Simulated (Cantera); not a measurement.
Input (Python, Cantera) and output of one run.

```python
import numpy as np
import cantera as ct

gas_names = """
    CL CL2 N N2 Si SiCL SiCL2 SiCL3 SiCL4 SiN Si2 Si2N Si3
""".split()
cond_names = """
    Si(cr) Si(L) Si3N4(a)
""".split()


# ... load() reads the species with a 1 bar reference pressure and builds the phases ...
atoms = {
    'SiCl4': {'Si': 1, 'CL': 4},
    'N2': {'N': 2},
}
top_T = {'Si3N4(a)': 2400}  # K; cautious upper limits of use, not melting points


# ... equilibrate(T, P, feed) seeds the gas with the atoms and calls Mixture.equilibrate('TP', solver="vcs", rtol=1e-11, max_steps=5000) ...
results = []
feed = {'SiCl4': 1, 'N2': 150}  # mol
P = 510  # Pa
for T in [1273, 1298, 1323, 1348, 1373, 1398, 1423, 1448, 1473, 1498, 1523, 1548]:
    mix = equilibrate(T, P, feed)
    results.append((T, P, feed, dict(zip(mix.species_names, mix.species_moles))))
    x = sorted(zip(gas.X, gas.species_names), reverse=True)
    print(f"T = {T:g} K  P = {P:g} Pa  gas = {mix.phase_moles(0):.4g} mol")
    print("   x: " + "  ".join(f"{s} {v:.3e}" for v, s in x if v > 1e-05))
    print("   condensed (mol): " + ("  ".join(f"{mix.phase(i).name} {mix.phase_moles(i):.4g}"
          for i in range(1, mix.n_phases) if mix.phase_moles(i) > 1e-12) or "none"))
```

Result:

```
T = 1273 K  P = 510 Pa  gas = 151 mol
   x: N2 9.933e-01  SiCL4 6.529e-03  CL 9.863e-05  SiCL3 8.513e-05
   condensed (mol): none
T = 1298 K  P = 510 Pa  gas = 151 mol
   x: N2 9.932e-01  SiCL4 6.490e-03  CL 1.435e-04  SiCL3 1.189e-04  SiCL2 1.301e-05
   condensed (mol): none
T = 1323 K  P = 510 Pa  gas = 151 mol
   x: N2 9.932e-01  SiCL4 6.436e-03  CL 2.063e-04  SiCL3 1.630e-04  SiCL2 2.259e-05
   condensed (mol): none
T = 1348 K  P = 510 Pa  gas = 151 mol
   x: N2 9.931e-01  SiCL4 6.363e-03  CL 2.934e-04  SiCL3 2.197e-04  SiCL2 3.809e-05
   condensed (mol): none
T = 1373 K  P = 510 Pa  gas = 151.1 mol
   x: N2 9.930e-01  SiCL4 6.266e-03  CL 4.127e-04  SiCL3 2.910e-04  SiCL2 6.250e-05
   condensed (mol): none
T = 1398 K  P = 510 Pa  gas = 151.1 mol
   x: N2 9.928e-01  SiCL4 6.140e-03  CL 5.744e-04  SiCL3 3.789e-04  SiCL2 9.988e-05
   condensed (mol): none
T = 1423 K  P = 510 Pa  gas = 151.1 mol
   x: N2 9.926e-01  SiCL4 5.977e-03  CL 7.906e-04  SiCL3 4.849e-04  SiCL2 1.556e-04
   condensed (mol): none
T = 1448 K  P = 510 Pa  gas = 151.2 mol
   x: N2 9.923e-01  SiCL4 5.769e-03  CL 1.076e-03  SiCL3 6.096e-04  SiCL2 2.367e-04
   condensed (mol): none
T = 1473 K  P = 510 Pa  gas = 151.2 mol
   x: N2 9.919e-01  SiCL4 5.509e-03  CL 1.447e-03  SiCL3 7.525e-04  SiCL2 3.517e-04
   condensed (mol): none
T = 1498 K  P = 510 Pa  gas = 151.3 mol
   x: N2 9.915e-01  SiCL4 5.188e-03  CL 1.921e-03  SiCL3 9.109e-04  SiCL2 5.107e-04
   condensed (mol): none
T = 1523 K  P = 510 Pa  gas = 151.4 mol
   x: N2 9.909e-01  SiCL4 4.802e-03  CL 2.515e-03  SiCL3 1.079e-03  SiCL2 7.248e-04
   condensed (mol): none
T = 1548 K  P = 510 Pa  gas = 151.5 mol
   x: N2 9.901e-01  SiCL4 4.346e-03  CL 3.243e-03  SiCL3 1.249e-03  SiCL2 1.005e-03
   condensed (mol): none
```

Equilibrium computed with Cantera from the NASA thermochemical tables; the gas is ideal and each condensed phase is pure. The tables' values for SiCl3 are old estimates; treat these amounts as uncertain.
